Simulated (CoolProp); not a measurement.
Saturated liquid density (kg/m³) of oxygen: the reference equation beside estimates from Tc = 154.6 K, pc = 5.046 MPa, ω = 0.022. Rackett uses Z = 0.29056 − 0.08775 ω.

Values from CoolProp's reference Helmholtz-energy equation of state, Schmidt 1985.

```tsv
T (K)	reference	Rackett	Redlich-Kwong	Soave-Redlich-Kwong
75.3	1212	1215	1233	1215
79.6	1192	1196	1211	1195
84	1171	1175	1189	1173
88.3	1150	1155	1165	[?]
92.7	1129	1133	1140	1127
97	[?]	1111	1114	1102
101.4	1083	1088	1086	1075
105.7	1060	[?]	1057	1048
110.1	1035	1040	1026	1018
114.4	1009	1014	993.2	986.2
```

Q: Some entries are withheld; supply them.

A: 
- 88.3, Soave-Redlich-Kwong: 1151
- 97, reference: 1107
- 105.7, Rackett: 1065

Absolute difference from the reference over all 10 rows, mean and median: Rackett 0.4 and 0.4 %, Redlich-Kwong 1.1 and 1.1 %, Soave-Redlich-Kwong 0.7 and 0.4 %.
